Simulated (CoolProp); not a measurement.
CH2F2 (R32) at several states: Z from the reference equation and from simpler models built on Tc = 351.3 K, pc = 57.83 bar, ω = 0.277; each cubic takes its own stable root.

Computed with CoolProp (reference Helmholtz-energy equation of state, Tillner-Roth 1997).

| T (K) | p (bar) | phase | reference |
|---|---|---|---|
| 404.6 | 65 | supercritical | 0.7112 |
| 185.8 | 39.7 | liquid | 0.1019 |
| 376.7 | 0.12 | gas | 0.9994 |

How far does each simpler model (van der Waals, Redlich-Kwong, Soave-Redlich-Kwong, Peng-Robinson) lie from the reference over these 3 states: mean and median of the absolute difference, and the worst?


- van der Waals: mean 32.3 %, median 1.5 %, worst +95.4 % at 185.8 K and 39.7 bar
- Redlich-Kwong: mean 10.9 %, median 0.1 %, worst +32.6 % at 185.8 K and 39.7 bar
- Soave-Redlich-Kwong: mean 11.5 %, median 5.2 %, worst +29.3 % at 185.8 K and 39.7 bar
- Peng-Robinson: mean 5.4 %, median 1.1 %, worst +15.0 % at 185.8 K and 39.7 bar
